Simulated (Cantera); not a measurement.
**Thermodynamics of abatement and gas-phase synthesis, feed PH3 + O2**

Input: 1 mol PH3, 0.018 mol O2, equilibrated at 13.3 mbar.

Method: chemical equilibrium by Gibbs-energy minimisation in Cantera with the NASA 1993 tables (ideal gas, pure condensed phases). Candidate condensed phases: H2O, P, P4O10; 17 gas species. Gases not in the tables: HPO2, HPO3 and P4O6. Rates play no part.

From 1200 K to 1750 K nothing is condensed.

```csv
T (K),x H2,x P2,x P4,x H2O,x PO,x H,x P
1200,0.762,0.178,0.0412,0.0186,0.000116,1.49e-6,7.29e-8
1250,0.749,0.209,0.0234,0.0181,0.000225,3.62e-6,2.13e-7
1300,0.741,0.228,0.0123,0.0177,0.000402,8.25e-6,5.56e-7
1350,0.737,0.239,0.00630,0.0173,0.000671,1.77e-5,1.33e-6
1400,0.735,0.244,0.00326,0.0168,0.00106,3.61e-5,2.95e-6
1450,0.734,0.246,0.00173,0.0162,0.00160,7.02e-5,6.17e-6
1500,0.734,0.247,0.000948,0.0154,0.00230,0.000131,1.23e-5
1550,0.734,0.247,0.000538,0.0145,0.00317,0.000234,2.33e-5
1600,0.735,0.247,0.000315,0.0134,0.00421,0.000404,4.25e-5
1650,0.735,0.246,0.000191,0.0122,0.00537,0.000675,7.46e-5
1700,0.736,0.245,0.000119,0.0109,0.00662,0.00109,0.000127
1750,0.736,0.244,7.59e-5,0.00964,0.00789,0.00173,0.000209
```
x: gas mole fraction; nothing condenses.
